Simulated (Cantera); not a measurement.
Input: 1 mol TEOS, 0.18 mol O3, held at 17.0 Pa.

Cantera equilibrium calculation (NASA polynomials, part measured and part estimated; ideal gas, pure solids and liquids). Candidate condensed phases: C, C6H6, C7H8, C8H18, H2O, Si, SiC, SiO2; 123 gas species. The feed counts by its element totals alone. Kinetics and transport are ignored.

Problem. What share of the Si ends up in condensed phases as a function of T (K), at 1425, 1475, 1525, 1575, 1625, 1675, 1725, 1775, 1825, 1875, 1925, 1975, 2025?

Solution. 
| T (K) | Si condensed (%) | as |
|---|---|---|
| 1425 | 99.4 | SiC(s) |
| 1475 | 99.2 | SiC(s) |
| 1525 | 99.0 | SiC(s) |
| 1575 | 98.8 | SiC(s) |
| 1625 | 98.5 | SiC(s) |
| 1675 | 98.2 | SiC(s) |
| 1725 | 97.8 | SiC(s) |
| 1775 | 97.2 | SiC(s) |
| 1825 | 96.2 | SiC(s) |
| 1875 | 94.1 | SiC(s) |
| 1925 | 89.7 | SiC(s) |
| 1975 | 80.1 | SiC(s) |
| 2025 | 59.4 | SiC(s) |
